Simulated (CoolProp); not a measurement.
Vapour pressure (kPa) of CHF3 (R23): the reference equation beside estimates from Tc = 299.3 K, pc = 4832 kPa, ω = 0.263. Clausius-Clapeyron is anchored at 226.4 K with a constant enthalpy of vaporisation of 14.46 kJ/mol.

The numbers come from the reference Helmholtz-energy equation of state, Penoncello 2003 in CoolProp.

| T (K) | reference | Lee-Kesler | Clausius-Clapeyron | van der Waals | Redlich-Kwong | Soave-Redlich-Kwong | Peng-Robinson |
|---|---|---|---|---|---|---|---|
| 217.5 | 377.9 | 379.6 | 398.5 | 1169 | 575.0 | 379.5 | 376.8 |
| 226.4 | 545.7 | 549.9 | 545.7 | 1422 | 787.0 | 550.4 | 544.8 |
| 235.3 | 764.6 | 771.5 | 729.7 | 1708 | 1048 | 774.2 | 764.8 |
| 244.3 | 1047 | 1057 | 958.0 | 2032 | 1369 | 1064 | 1050 |
| 253.2 | 1397 | 1409 | 1230 | 2387 | 1746 | 1422 | 1403 |
| 262.1 | 1829 | 1840 | 1554 | 2779 | 2187 | 1862 | 1839 |
| 271 | 2353 | 2364 | 1932 | 3208 | 2698 | 2396 | 2370 |
| 279.9 | 2984 | 2994 | 2369 | 3676 | 3283 | 3032 | 3007 |
| 288.9 | 3748 | 3758 | 2875 | 4188 | 3953 | 3792 | 3773 |

Absolute difference from the reference over all 9 rows, mean and median: Lee-Kesler 0.6 and 0.6 %, Clausius-Clapeyron 11.9 and 12.0 %, van der Waals 86.8 and 70.9 %, Redlich-Kwong 26.5 and 25.0 %, Soave-Redlich-Kwong 1.4 and 1.6 %, Peng-Robinson 0.4 and 0.4 %.
